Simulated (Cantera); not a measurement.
A perfectly stirred reactor is fed with 2.55 % C3H8, 15.0 % O2, 82.5 % N2, equivalence ratio 0.85, at 1.38 atm; it is adiabatic with a 375 K inlet, and is followed from long to short residence time, starting on the burning branch (τ in s: 0.09, 0.046, 0.024, 0.012, 0.0063, 0.0032, 0.0017, 0.00086, 0.00044, 0.00023, 0.00012, 6e-05, 3.1e-05).

Cantera simulation using GRI-Mech 3.0 (53 species, 325 reactions); the numbers are that mechanism's predictions, not measurements. GRI-Mech 3.0 was tuned for natural gas; its chemistry of propane as a main component is partial and can be far from experiment.

### Question
Predict: blow-out, bracketed by the residence times tried; x(C3H8) at τ = 90.0 ms; x(O2) at τ = 90.0 ms; x(CH2) at τ = 90.0 ms; x(C2H) at τ = 90.0 ms; x(CO2) at τ = 90.0 ms; x(C3H8) at τ = 1.70 ms; x(O2) at τ = 1.70 ms; x(CH2) at τ = 1.70 ms; x(C2H) at τ = 1.70 ms; x(CO2) at τ = 1.70 ms.

### Answer
```json
{
  "blow_out_bracketed_by_the_residence_times_tried": "burning at 0.230 ms, out at 0.120 ms",
  "x(C3H8) at τ = 90.0 ms": "8.09e-7",
  "x(O2) at τ = 90.0 ms": "0.0222",
  "x(CH2) at τ = 90.0 ms": "6.63e-8",
  "x(C2H) at τ = 90.0 ms": "3.25e-9",
  "x(CO2) at τ = 90.0 ms": "0.0733",
  "x(C3H8) at τ = 1.70 ms": "1.25e-5",
  "x(O2) at τ = 1.70 ms": "0.0265",
  "x(CH2) at τ = 1.70 ms": "1.24e-6",
  "x(C2H) at τ = 1.70 ms": "2.39e-8",
  "x(CO2) at τ = 1.70 ms": "0.0651"
}
```
